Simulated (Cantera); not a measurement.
Premixed flame

A freely propagating, adiabatic, planar premixed flame of 39.6 % H2, 7.32 % O2, 28.6 % N2, 24.5 % H2O, equivalence ratio 2.7, unburnt at 550 K and 400000 Pa; mixture-averaged transport, grid criteria slope 0.08 and curve 0.16, no radiation.

Cantera simulation using the H2/O2 subset of GRI-Mech 3.0, which has no nitrogen chemistry; the numbers are that mechanism's predictions, not measurements. The hydrogen kinetics of GRI-Mech 3.0 are dated; newer H2 mechanisms differ, most at raised pressure. Burning velocities carry a grid error of a few per cent, more on coarse grids.

```
z (mm)   T (K)  u (m/s)   x H2      x O2  x H2O      x OH       x O    x H2O2
-------  -----  -------  -----  --------  -----  --------  --------  --------
-0.332     550     1.56  0.395    0.0733  0.246     <1e-8     <1e-8   2.73e-8
-0.221     553     1.57  0.392    0.0736  0.247     <1e-8     <1e-8   3.69e-7
-0.166     560     1.58  0.388    0.0740  0.249     <1e-8     <1e-8   1.64e-6
-0.111     594     1.65  0.377    0.0747  0.255     <1e-8     <1e-8   1.38e-5
-0.0553    777     2.09  0.346    0.0704  0.281   4.39e-6   1.65e-6  0.000129
-0.0277   1014     2.68  0.321    0.0566  0.315   8.96e-5   2.81e-5  0.000171
0         1263     3.32  0.295    0.0356  0.358  0.000219  0.000106   5.73e-5
0.0277    1421     3.73  0.276    0.0178  0.392  0.000338  0.000122   7.24e-6
0.0553    1502     3.95  0.266   0.00781  0.410  0.000396   7.63e-5   1.78e-6
0.111     1562     4.10  0.261   0.00155  0.422  0.000381   2.11e-5   4.94e-7
0.221     1594     4.18  0.261  0.000126  0.425  0.000274   4.54e-6   1.24e-7
0.443     1612     4.22  0.262   5.23e-6  0.426  0.000156   1.18e-6   3.37e-8
0.885     1621     4.25  0.263   4.13e-7  0.426   7.84e-5   2.86e-7     <1e-8
```
x: mole fraction of selected species; z is measured from the peak of heat release.

The laminar burning velocity is 156 cm/s and the thermal thickness is 0.111 mm. The peak x(OH) is 0.000403. The peak x(O) comes out as 0.000129, the peak x(H2O2) is 0.000180 and the grid points comes out as 101.
